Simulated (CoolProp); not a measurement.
A simple Rankine cycle with R1224YDZ: condensing at 316.15 K, boiler at 2.7 MPa, turbine inlet 421.8 K, turbine efficiency 0.8, pump efficiency 0.8, no recuperator. Each further row changes one setting.

Model: reference Helmholtz-energy equation of state, Akasaka 2023, in CoolProp.

```tsv
case	thermal efficiency (%)	net work (kJ/kg)	heat in (kJ/kg)	turbine exit temperature (K)	volume ratio over the turbine
as stated	13.5	28.6	211	347.6	13.8
turbine inlet 441.8 K	13.7	32.9	241	375.7	11.9
condensing temperature 308.15 K	14.6	32.2	221	342.2	17.7
boiler pressure 1.89 MPa	12.2	28.1	230	369.3	7.87
turbine efficiency 0.7	11.7	24.7	211	351.9	14.0
```
